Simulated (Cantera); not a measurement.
**Adiabatic ignition**

An adiabatic, constant-pressure homogeneous reactor starts with CH₄ : O₂ : N₂ : H₂O = 1 : 2.3 : 8.64 : 0.83 (molar parts), at 1050 K and 4.15 atm.

Model: GRI-Mech 3.0 (53 species, 325 reactions), integrated in Cantera.

| t (s) | T (K) | x CH₄ | x O₂ | x H₂O | x O | x CO₂ | x HO₂ | x C₂H |
|---|---|---|---|---|---|---|---|---|
| 4.00e-6 | 1050 | 0.0783 | 0.180 | 0.0650 | <1e-12 | <1e-12 | 4.22e-10 | <1e-12 |
| 1.49e-5 | 1050 | 0.0783 | 0.180 | 0.0650 | <1e-12 | <1e-12 | 1.56e-9 | <1e-12 |
| 5.52e-5 | 1050 | 0.0783 | 0.180 | 0.0650 | <1e-12 | <1e-12 | 5.77e-9 | <1e-12 |
| 0.000205 | 1050 | 0.0783 | 0.180 | 0.0650 | 1.72e-12 | <1e-12 | 2.09e-8 | <1e-12 |
| 0.000761 | 1050 | 0.0783 | 0.180 | 0.0650 | 8.22e-12 | <1e-12 | 7.06e-8 | <1e-12 |
| 0.00283 | 1050 | 0.0783 | 0.180 | 0.0650 | 4.82e-11 | 4.64e-11 | 1.86e-7 | <1e-12 |
| 0.0105 | 1050 | 0.0783 | 0.180 | 0.0650 | 9.33e-11 | 1.10e-9 | 3.41e-7 | <1e-12 |
| 0.0390 | 1051 | 0.0781 | 0.180 | 0.0651 | 2.77e-10 | 2.78e-8 | 1.16e-6 | <1e-12 |
| 0.145 | 2475 | <1e-12 | 0.0231 | 0.212 | 0.000955 | 0.0703 | 5.33e-6 | <1e-12 |
| 0.538 | 2475 | <1e-12 | 0.0231 | 0.212 | 0.000955 | 0.0703 | 5.33e-6 | <1e-12 |
| 2.00 | 2475 | <1e-12 | 0.0231 | 0.212 | 0.000955 | 0.0703 | 5.33e-6 | <1e-12 |
x: mole fraction; the columns are a selection and need not sum to one.

| Item | Result |
|---|---|
| time of steepest temperature rise | 92.8 ms |
| temperature at 2.00 s | 2475 K |
| equilibrium temperature | 2475 K |
| x(CH₄) at 2.00 s | <1e-12 (gas-phase equilibrium <1e-12) |
| x(O₂) at 2.00 s | 0.0231 (gas-phase equilibrium 0.0231) |
| x(H₂O) at 2.00 s | 0.212 (gas-phase equilibrium 0.212) |
